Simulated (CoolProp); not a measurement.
Aqueous potassium acetate as a coolant, at 39 °C, 1 atm.

Model: Melinder's fits for secondary coolants, in CoolProp.

```json
[
 {"mass %": "2.9", "freezing point (°C)": "-1.0", "viscosity (mPa s)": "0.711", "conductivity (W/(m K))": "0.618", "density (kg/m³)": "1010", "Prandtl number": "4.68"},
 {"mass %": "7.4", "freezing point (°C)": "-3.2", "viscosity (mPa s)": "0.799", "conductivity (W/(m K))": "0.602", "density (kg/m³)": "1033", "Prandtl number": "5.21"},
 {"mass %": "11.9", "freezing point (°C)": "-5.6", "viscosity (mPa s)": "0.901", "conductivity (W/(m K))": "0.586", "density (kg/m³)": "1053", "Prandtl number": "5.81"},
 {"mass %": "16.3", "freezing point (°C)": "-8.4", "viscosity (mPa s)": "1.01", "conductivity (W/(m K))": "0.571", "density (kg/m³)": "1075", "Prandtl number": "6.47"},
 {"mass %": "20.8", "freezing point (°C)": "-11.9", "viscosity (mPa s)": "1.14", "conductivity (W/(m K))": "0.555", "density (kg/m³)": "1098", "Prandtl number": "7.24"},
 {"mass %": "25.2", "freezing point (°C)": "-16.5", "viscosity (mPa s)": "1.29", "conductivity (W/(m K))": "0.541", "density (kg/m³)": "1122", "Prandtl number": "8.13"},
 {"mass %": "29.7", "freezing point (°C)": "-22.6", "viscosity (mPa s)": "1.49", "conductivity (W/(m K))": "0.526", "density (kg/m³)": "1147", "Prandtl number": "9.27"},
 {"mass %": "34.1", "freezing point (°C)": "-30.2", "viscosity (mPa s)": "1.72", "conductivity (W/(m K))": "0.511", "density (kg/m³)": "1172", "Prandtl number": "10.7"},
 {"mass %": "38.6", "freezing point (°C)": "-39.2", "viscosity (mPa s)": "2.04", "conductivity (W/(m K))": "0.495", "density (kg/m³)": "1197", "Prandtl number": "12.5"}
]
```
